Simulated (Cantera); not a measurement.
## Ignition delay

Mixture: 7.32 % CH4, 19.5 % O2, 73.2 % N2, at 390000 Pa, adiabatic and at constant volume. Ignition delay is the time to a rise of 400 K.

Detailed kinetics in Cantera: GRI-Mech 3.0 (53 species, 325 reactions).

```
T0 (K)  delay (ms)
------  ----------
1048          94.2
1123          30.7
1198          10.9
1273          4.20
1348          1.72
1423         0.753
1498         0.351
1573         0.174
1648        0.0926
```

The apparent activation energy between 1498 and 1648 K is 180 kJ/mol.
